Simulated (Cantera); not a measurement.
Equilibrium for silicon epitaxy and polysilicon growth: SiHCl3 + HCl + H2

Charge: 1 mol SiHCl3, 0.35 mol HCl, 11 mol H2, held at 1098 K and 2000 Pa.

Cantera equilibrium calculation (NASA polynomials, part measured and part estimated; ideal gas, pure solids and liquids). Candidate condensed phases: Si; 19 gas species. The tables' values for SiCl3 are old estimates; treat these amounts as uncertain. The numbers say what is thermodynamically allowed, not how fast it happens.

```
Item            Value
----------  ---------
x(H2)           0.889
x(HCl)         0.0512
x(SiCl4)       0.0395
x(SiHCl3)     0.00999
x(SiCl2)      0.00598
x(SiCl3)      0.00410
x(SiH2Cl2)   0.000302
x(SiH3Cl)     2.42e-6
n(Si(s))    0.240 mol
gas amount  12.69 mol
```
